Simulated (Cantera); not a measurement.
A Cantera script and what it prints.

```python
import numpy as np
import cantera as ct

gas_names = """
    B BH BH2 BH3 BN BO BO2 B2 B2O B2O2 B2O3 B3O3H3 H HBO HBO2 HNO HNO2 HNO3 HO2 H2 H2O H2O2 H3B3O6 N NH
    NH2 NH3 NH2OH NO NO2 NO3 N2 N2H2 N2H4 N2O O OH O2 O3
""".split()
cond_names = """
    B(b) B(L) BN(s) B2O3(L) B3O3H3(cr) H2O(s) H2O(L)
""".split()


def load(file, names, dense=False):
    # The tables refer to 1 bar. Condensed volumes are neglected.
    table = {s.name: s for s in ct.Species.list_from_file(file)}
    out = []
    for n in names:
        d = dict(table[n].input_data)
        d["thermo"] = dict(d["thermo"], **{"reference-pressure": 1e5})
        if dense:
            d["equation-of-state"] = {"model": "constant-volume", "density": "1e6 g/cm^3"}
        out.append(ct.Species.from_dict(d))
    return out


gas = ct.Solution(thermo="ideal-gas", species=load("nasa_gas.yaml", gas_names))
cond = {s.name: ct.Solution(thermo="fixed-stoichiometry", species=[s], name=s.name)
        for s in load("nasa_condensed.yaml", cond_names, dense=True)}
atoms = {
    'borazine': {'B': 3, 'N': 3, 'H': 6},
    'H2O': {'H': 2, 'O': 1},
    'N2': {'N': 2},
    'O2': {'O': 2},
}
top_T = {'BN(s)': 3200}  # K; cautious upper limits of use, not melting points


def equilibrate(T, P, feed):
    n = {}
    for name, mol in feed.items():
        for a, k in atoms[name].items():
            n[a] = n.get(a, 0.0) + k * mol
    gas.TPX = T, P, n
    mass = sum(n.values()) * gas.mean_molecular_weight
    gas.equilibrate("TP")
    valid = [c for c in cond.values() if c.min_temp <= T <= top_T.get(c.name, c.max_temp)]
    mix = ct.Mixture([(gas, mass / gas.mean_molecular_weight)] + [(c, 0.0) for c in valid])
    mix.T, mix.P = T, P
    mix.equilibrate("TP", solver="vcs", rtol=1e-11, max_steps=5000)
    return mix


results = []
feed = {'borazine': 1, 'H2O': 19, 'N2': 67, 'O2': 0.58}  # mol
T = 1975  # K
for P in [10, 63, 400, 2500, 16000, 100000]:
    mix = equilibrate(T, P, feed)
    results.append((T, P, feed, dict(zip(mix.species_names, mix.species_moles))))

top = {s: max(r[3][s] / sum(r[3][g] for g in gas_names) for r in results) for s in gas_names}
cols = sorted((s for s in top if top[s] > 1e-05), key=lambda s: -top[s])[:6]
seen = [c for c in cond_names if any(r[3].get(c, 0) > 1e-12 for r in results)]
print("log10 of partial pressures in bar; condensed amounts in mol")
print(f"{'P/Pa':>10s}" + "".join(f"{s[:9]:>10s}" for s in cols + seen))
for T, P, feed, n in results:
    ng = sum(n[g] for g in gas_names)
    print(f"{P:10.4g}" + "".join(f"{np.log10(max(n[s] / ng * P / 1e5, 1e-99)):10.3f}" for s in cols)
          + "".join(f"{n.get(c, 0):10.4g}" for c in seen))
```

Output:

```
log10 of partial pressures in bar; condensed amounts in mol
      P/Pa        N2       H2O        H2         H      HBO2        OH
        10    -4.141    -4.870    -5.202    -5.465    -5.551    -6.153
        63    -3.333    -4.029    -4.389    -5.059    -4.723    -5.719
       400    -2.528    -3.215    -3.573    -4.650    -3.910    -5.313
      2500    -1.731    -2.415    -2.770    -4.249    -3.110    -4.915
   1.6e+04    -0.924    -1.607    -1.960    -3.844    -2.302    -4.512
     1e+05    -0.128    -0.811    -1.163    -3.445    -1.505    -4.114
```

These are equilibrium values from Cantera (NASA tables, ideal gas, pure condensed phases), not measurements of a reactor. The feed counts by its element totals alone.
